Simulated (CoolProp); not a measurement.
Vapour-liquid equilibrium of benzene (1) + n-nonane (2) at 209 kPa; x and y are mole fractions of (1).

Values from CoolProp's multi-fluid Helmholtz-energy mixture model, Thol 2012 and Lemmon 2006; pair parameters Bell 2016.

**Question.** Give the bubble temperature and the first vapour's composition at x = 0.25, 0.55, 0.75. Is there an azeotrope?

**Answer.** x = 0.25: 414.9 K, y = 0.688; x = 0.55: 395.2 K, y = 0.879; x = 0.75: 387.1 K, y = 0.940. No azeotrope shows between x = 0.05 and 0.95.

Pair parameters are fitted to limited data, so mixtures are less certain than the pure fluids.
